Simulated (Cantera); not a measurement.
Charge: 1 mol C₂H₅OH, 10 mol H₂, a varied amount of CO₂, at 577 °C and 310 Pa.

Equilibrium computed with Cantera from the NASA thermochemical tables; the gas is ideal and each condensed phase is pure. Candidate condensed phases: C, C₆H₆, C₇H₈, C₈H₁₈, H₂O; 110 gas species. Rates play no part.

x: gas mole fraction; n: condensed amount in mol.

```csv
n(CO₂) (mol),x H₂,x CO,x CO₂,x H₂O,n C(graphite)
0.48,0.868,0.127,0.00108,0.00241,0.550
0.9,0.822,(withheld),(withheld),(withheld),(withheld)
1.3,0.787,0.194,0.00808,0.0107,0
1.7,0.755,0.203,(withheld),(withheld),0
2.2,0.719,0.211,0.0330,0.0368,0
2.6,0.692,0.217,0.0445,0.0465,0
3,0.667,0.222,0.0560,0.0552,0
3.4,0.644,0.226,0.0675,0.0630,0
```

Problem. Fill in the missing entries.

Solution. 
- 1.7, x CO₂: 0.0189
- 1.7, x H₂O: 0.0231
- 0.9, x CO: 0.171
- 0.9, x CO₂: 0.00196
- 0.9, x H₂O: 0.00308
- 0.9, n C(graphite): 0.159
